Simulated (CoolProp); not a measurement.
Model: reference Helmholtz-energy equation of state, Lemmon 2016, in CoolProp.

Give the vapour pressure (MPa), liquid density (kg/m³), liquid cp (kJ/(kg K)), liquid viscosity (µPa s) of saturated R227EA at 319.5 K.


| T (K) | p (MPa) | liquid density (kg/m³) | liquid cp (kJ/(kg K)) | liquid viscosity (µPa s) |
|---|---|---|---|---|
| 319.5 | 0.833 | 1290 | 1.27 | 178 |

Viscosity comes from a separate model (Huber 2003), an estimate that may be off by 10 % or more.
